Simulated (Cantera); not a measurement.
## Adiabatic ignition

An adiabatic, constant-pressure homogeneous reactor starts with CH₄ : H₂ : O₂ : N₂ = 1 : 0.2 : 2.8 : 10.5 (molar parts), at 1125 K and 12.0 bar.

Cantera simulation using GRI-Mech 3.0 (53 species, 325 reactions); the numbers are that mechanism's predictions, not measurements. The pressure lies above the range GRI-Mech 3.0 was tuned for (to about 10 atm).

| t (s) | T (K) | x CH₄ | x H₂ | x O₂ | x OH | x CO₂ | x HCN | x HO₂ |
|---|---|---|---|---|---|---|---|---|
| 1.00e-6 | 1125 | 0.0690 | 0.0138 | 0.193 | 8.93e-12 | <1e-12 | <1e-12 | 2.44e-9 |
| 2.46e-6 | 1125 | 0.0690 | 0.0138 | 0.193 | 1.19e-11 | <1e-12 | <1e-12 | 6.14e-9 |
| 6.06e-6 | 1125 | 0.0690 | 0.0138 | 0.193 | 1.89e-11 | <1e-12 | <1e-12 | 1.57e-8 |
| 1.49e-5 | 1125 | 0.0690 | 0.0138 | 0.193 | 3.59e-11 | <1e-12 | <1e-12 | 4.19e-8 |
| 3.67e-5 | 1125 | 0.0690 | 0.0138 | 0.193 | 7.75e-11 | <1e-12 | <1e-12 | 1.20e-7 |
| 9.04e-5 | 1125 | 0.0690 | 0.0138 | 0.193 | 2.05e-10 | <1e-12 | <1e-12 | 3.80e-7 |
| 0.000223 | 1125 | 0.0690 | 0.0138 | 0.193 | 9.93e-10 | 1.82e-11 | <1e-12 | 1.50e-6 |
| 0.000548 | 1125 | 0.0689 | 0.0138 | 0.193 | 2.92e-8 | 7.40e-9 | <1e-12 | 1.14e-5 |
| 0.00135 | 1154 | 0.0658 | 0.0132 | 0.190 | 6.47e-7 | 7.85e-6 | <1e-12 | 6.40e-5 |
| 0.00332 | 2537 | <1e-12 | 0.00141 | 0.0462 | 0.00725 | 0.0651 | 2.17e-11 | 1.14e-5 |
| 0.00817 | 2529 | <1e-12 | 0.00139 | 0.0439 | 0.00697 | 0.0652 | 2.81e-11 | 1.07e-5 |
| 0.0201 | 2527 | <1e-12 | 0.00139 | 0.0435 | 0.00694 | 0.0652 | 2.88e-11 | 1.06e-5 |
| 0.0495 | 2527 | <1e-12 | 0.00139 | 0.0435 | 0.00694 | 0.0652 | 2.88e-11 | 1.06e-5 |
| 0.122 | 2527 | <1e-12 | 0.00139 | 0.0435 | 0.00694 | 0.0652 | 2.88e-11 | 1.06e-5 |
| 0.300 | 2527 | <1e-12 | 0.00139 | 0.0435 | 0.00694 | 0.0652 | 2.88e-11 | 1.06e-5 |
x: mole fraction; the columns are a selection and need not sum to one.

```
Quantity                                                             Value
---------------------------------  ---------------------------------------
time of steepest temperature rise                                  1.72 ms
temperature at 0.300 s                                              2527 K
equilibrium temperature                                             2527 K
x(CH₄) at 0.300 s                    <1e-12 (gas-phase equilibrium <1e-12)
x(H₂) at 0.300 s                   0.00139 (gas-phase equilibrium 0.00139)
x(O₂) at 0.300 s                     0.0435 (gas-phase equilibrium 0.0435)
```
